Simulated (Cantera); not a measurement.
A freely propagating, adiabatic, planar premixed flame of 37.0 % H2, 10.9 % O2, 52.1 % N2, equivalence ratio 1.7, unburnt at 700 K and 82.5 Torr; mixture-averaged transport, grid criteria slope 0.08 and curve 0.16, no radiation.

Detailed kinetics in Cantera: the H2/O2 subset of GRI-Mech 3.0, which has no nitrogen chemistry. Burning velocities carry a grid error of a few per cent, more on coarse grids.

x: mole fraction of selected species; z is measured from the peak of heat release.

```json
[
 {"z (mm)": "-28.8", "T (K)": "700", "u (m/s)": "8.00", "x H2": "0.370", "x O2": "0.109", "x O": "<1e-8", "x OH": "<1e-8", "x HO2": "<1e-8", "x H": "<1e-8"},
 {"z (mm)": "-19.2", "T (K)": "700", "u (m/s)": "8.00", "x H2": "0.370", "x O2": "0.109", "x O": "<1e-8", "x OH": "<1e-8", "x HO2": "<1e-8", "x H": "<1e-8"},
 {"z (mm)": "-14.4", "T (K)": "700", "u (m/s)": "8.00", "x H2": "0.370", "x O2": "0.109", "x O": "<1e-8", "x OH": "<1e-8", "x HO2": "<1e-8", "x H": "<1e-8"},
 {"z (mm)": "-9.58", "T (K)": "700", "u (m/s)": "8.00", "x H2": "0.370", "x O2": "0.109", "x O": "1.58e-8", "x OH": "<1e-8", "x HO2": "5.47e-7", "x H": "9.16e-7"},
 {"z (mm)": "-4.79", "T (K)": "707", "u (m/s)": "8.07", "x H2": "0.368", "x O2": "0.109", "x O": "1.64e-5", "x OH": "1.46e-5", "x HO2": "2.17e-5", "x H": "0.000781"},
 {"z (mm)": "-2.40", "T (K)": "…", "u (m/s)": "8.97", "x H2": "0.347", "x O2": "0.104", "x O": "…", "x OH": "…", "x HO2": "…", "x H": "…"},
 {"z (mm)": "0", "T (K)": "1110", "u (m/s)": "12.3", "x H2": "0.200", "x O2": "0.0533", "x O": "0.00553", "x OH": "0.00230", "x HO2": "7.14e-6", "x H": "0.0907"},
 {"z (mm)": "2.40", "T (K)": "1332", "u (m/s)": "14.6", "x H2": "0.112", "x O2": "0.00742", "x O": "0.00523", "x OH": "0.00403", "x HO2": "9.59e-7", "x H": "0.127"},
 {"z (mm)": "4.79", "T (K)": "1421", "u (m/s)": "15.5", "x H2": "0.112", "x O2": "0.00433", "x O": "0.00473", "x OH": "0.00485", "x HO2": "5.05e-7", "x H": "0.120"},
 {"z (mm)": "9.58", "T (K)": "1529", "u (m/s)": "16.6", "x H2": "0.119", "x O2": "0.00366", "x O": "0.00445", "x OH": "0.00588", "x HO2": "3.75e-7", "x H": "0.106"},
 {"z (mm)": "19.2", "T (K)": "1654", "u (m/s)": "17.8", "x H2": "0.128", "x O2": "0.00296", "x O": "0.00388", "x OH": "0.00683", "x HO2": "2.70e-7", "x H": "0.0890"},
 {"z (mm)": "38.3", "T (K)": "1787", "u (m/s)": "19.0", "x H2": "0.136", "x O2": "0.00217", "x O": "0.00303", "x OH": "0.00739", "x HO2": "1.83e-7", "x H": "0.0716"},
 {"z (mm)": "76.7", "T (K)": "1920", "u (m/s)": "20.2", "x H2": "0.144", "x O2": "…", "x O": "…", "x OH": "0.00728", "x HO2": "…", "x H": "…"}
]
```

Problem. Some entries are withheld; supply them.

Solution. 
- -2.40, T (K): 791
- -2.40, x O: 0.000374
- -2.40, x OH: 0.000180
- -2.40, x HO2: 1.71e-5
- -2.40, x H: 0.0125
- 76.7, x O2: 0.00140
- 76.7, x O: 0.00206
- 76.7, x HO2: 1.19e-7
- 76.7, x H: 0.0545
